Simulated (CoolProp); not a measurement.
Saturation properties of hydrogen chloride.

Values from CoolProp's reference Helmholtz-energy equation of state, Thol 2018.

```tsv
T (K)	p (bar)	vapour density (kg/m³)	liquid cp (kJ/(kg K))
172.2	0.3727	0.9632	1.657
181	0.6625	1.641	1.657
189.7	1.104	2.635	1.660
198.5	1.761	4.065	1.668
207.3	2.689	6.033	1.679
216	3.941	8.634	1.695
224.8	5.616	12.07	1.717
233.6	7.782	16.50	1.746
```

It boils at 188.2 K under 1 atm.
